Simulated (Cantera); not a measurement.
Feed: 1 mol CH3SiCl3, 0.14 mol HCl, 260 mol H2, at 2575 K and 0.160 bar.

These are equilibrium values from Cantera (NASA tables, ideal gas, pure condensed phases), not measurements of a reactor. Candidate condensed phases: C, C6H6, C7H8, C8H18, Si, SiC; 109 gas species. The feed counts by its element totals alone. The tables' values for SiCl are old estimates; treat these amounts as uncertain. Gases not in the tables: Si2H6 and higher silanes. Equilibrium is a limit: real reactors are often held back by kinetics, nucleation or transport.

Base state: H2 0.901, H 0.0822, HCl 0.0106, Si 0.00302, C2H2 (acetylene) 0.00165, Cl 0.000682, SiH 0.000271, SiC2 0.000120 (mole fractions); condensed: gas only.

Task: What changes in the equilibrium state with this change: temperature from 2575 K to 1000 K?

Result: 
```
species             before     after
----------------  --------  --------
H2                   0.901     0.989
HCl                 0.0106    0.0108
CH4                6.11e-6  0.000324
H                   0.0822   5.64e-9
Si                 0.00302     <1e-9
SiCl4                <1e-9  0.000186
C2H2 (acetylene)   0.00165     <1e-9
Cl                0.000682     <1e-9
SiH               0.000271     <1e-9
SiC(s), mol              0     0.915
```
